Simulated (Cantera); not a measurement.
A Cantera script and its output.

```python
import numpy as np
import cantera as ct

gas = ct.Solution("gri30.yaml")
gas.TPX = 1350, 18000, {'C2H6': 1, 'H2': 2, 'H2O': 0.004}
reactor = ct.IdealGasConstPressureReactor(gas, energy="off", clone=False)
net = ct.ReactorNet([reactor])
net.rtol, net.atol = 1e-08, 1e-18
show = ['C2H6', 'H2', 'CH2', 'CH3', 'CH4', 'C2H2']
times = np.geomspace(0.0006, 4, 15)

steps = ct.SolutionArray(gas, extra=["t"])
rows = []
print(f"{'t/s':>10s}{'T/K':>9s}{'P/Pa':>11s}" + "".join(f"{s:>11s}" for s in show))
for t in times:
    while net.time < t:
        t_next = net.step()
        steps.append(gas.state, t=t_next)
    rows.append([np.interp(t, steps.t, y) for y in (steps.T, steps.P, *steps(*show).X.T)])
    print(f"{t:10.3e}{rows[-1][0]:9.1f}{rows[-1][1]:11.4g}" + "".join(f"{x:11.3e}" for x in rows[-1][2:]))
rate = np.gradient(steps.T, steps.t)
print("integrator steps:", len(steps.t))
if steps.T.max() > steps.T[0] + 200:
    print(f"time of steepest temperature rise: {steps.t[rate.argmax()]:.4e} s")
gas.TPX = 1350, 18000, {'C2H6': 1, 'H2': 2, 'H2O': 0.004}
gas.equilibrate("TP")
print(f"equilibrium (TP): T = {gas.T:.1f} K  " + "  ".join(f"{s} {gas[s].X[0]:.3e}" for s in show))
```

Result:

```
       t/s      T/K       P/Pa       C2H6         H2        CH2        CH3        CH4       C2H2
 6.000e-04   1350.0    1.8e+04  2.161e-01  6.735e-01  7.958e-08  7.603e-04  3.410e-02  7.899e-04
 1.125e-03   1350.0    1.8e+04  1.421e-01  6.769e-01  6.069e-08  6.431e-04  5.928e-02  2.690e-03
 2.111e-03   1350.0    1.8e+04  6.738e-02  6.796e-01  3.690e-08  4.606e-04  8.696e-02  7.608e-03
 3.959e-03   1350.0    1.8e+04  2.058e-02  6.829e-01  1.485e-08  2.542e-04  1.045e-01  1.714e-02
 7.425e-03   1350.0    1.8e+04  5.126e-03  6.869e-01  4.358e-09  1.252e-04  1.091e-01  2.908e-02
 1.393e-02   1350.0    1.8e+04  1.497e-03  6.906e-01  1.381e-09  6.745e-05  1.094e-01  4.074e-02
 2.612e-02   1350.0    1.8e+04  6.484e-04  6.942e-01  6.220e-10  4.418e-05  1.089e-01  5.273e-02
 4.899e-02   1350.0    1.8e+04  4.392e-04  6.985e-01  4.388e-10  3.675e-05  1.080e-01  6.749e-02
 9.188e-02   1350.0    1.8e+04  3.468e-04  7.042e-01  3.724e-10  3.374e-05  1.068e-01  8.718e-02
 1.723e-01   1350.0    1.8e+04  2.519e-04  7.108e-01  3.003e-10  3.022e-05  1.055e-01  1.101e-01
 3.232e-01   1350.0    1.8e+04  1.670e-04  7.164e-01  2.251e-10  2.613e-05  1.046e-01  1.301e-01
 6.062e-01   1350.0    1.8e+04  1.160e-04  7.193e-01  1.735e-10  2.297e-05  1.046e-01  1.417e-01
 1.137e+00   1350.0    1.8e+04  9.887e-05  7.194e-01  1.543e-10  2.181e-05  1.058e-01  1.453e-01
 2.133e+00   1350.0    1.8e+04  9.632e-05  7.177e-01  1.505e-10  2.182e-05  1.086e-01  1.450e-01
 4.000e+00   1350.0    1.8e+04  9.532e-05  7.144e-01  1.476e-10  2.209e-05  1.134e-01  1.439e-01
integrator steps: 1139
equilibrium (TP): T = 1350.0 K  C2H6 8.479e-05  H2 6.694e-01  CH2 1.136e-10  CH3 2.465e-05  CH4 1.798e-01  C2H2 1.269e-01
```

Model: GRI-Mech 3.0 (53 species, 325 reactions), integrated in Cantera. GRI-Mech 3.0 stops at C3 and has no aromatics, soot or wall deposition, so with more carbon than oxygen in the feed, carbon stays in small species such as C2H2 where larger ones or solid carbon would form.
